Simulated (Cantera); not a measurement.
Input: 1 mol BCl₃, a varied amount of H₂O, held at 10.0 mbar.

Method: chemical equilibrium by Gibbs-energy minimisation in Cantera with the NASA 1993 tables (ideal gas, pure condensed phases). Candidate condensed phases: B, B₂O₃, B₃O₃H₃, H₂O; 33 gas species. The tables' values for BCl₂ are old estimates. Gases not in the tables: H₃BO₃. The numbers say what is thermodynamically allowed, not how fast it happens.

Task: What condenses at these points (T in °C, n(H₂O) in mol): (1500, 3.6); (1150, 5); (1250, 3.6); (1100, 1.9); (1250, 13)?

Result: 
```csv
T (°C),n(H₂O) in mol,condensed phases,B condensed (%)
1500,3.6,gas only,0.0
1150,5,B₂O₃,43.9
1250,3.6,B₂O₃,6.0
1100,1.9,B₂O₃,92.0
1250,13,gas only,0.0
```
